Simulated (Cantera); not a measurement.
A closed system holds: 1 mol Ca(OH)2, 0.046 mol CO2, 0.9 mol H2, equilibrated at 1798.15 K and 1 atm.

Cantera equilibrium calculation (NASA polynomials, part measured and part estimated; ideal gas, pure solids and liquids). Candidate condensed phases: C, C6H6, C7H8, C8H18, Ca, CaCO3, CaO, Ca(OH)2, H2O; 115 gas species. The numbers say what is thermodynamically allowed, not how fast it happens.

Base state: H2O 0.532, H2 0.444, CO 0.0180, CO2 0.00565, H 0.000233, OH 1.84e-5 (mole fractions); condensed: CaO(s).

Problem. What changes in the equilibrium state with this change: 0.36 mol O2 added?

Solution. 
```
species        before     after
-----------  --------  --------
H2O             0.532     0.890
H2              0.444    0.0861
CO2           0.00565    0.0173
CO             0.0180   0.00637
Ca(OH)2       9.40e-6   1.57e-5
OH            1.84e-5   6.99e-5
H            0.000233  0.000103
CaO(s), mol     1.000     1.000
```
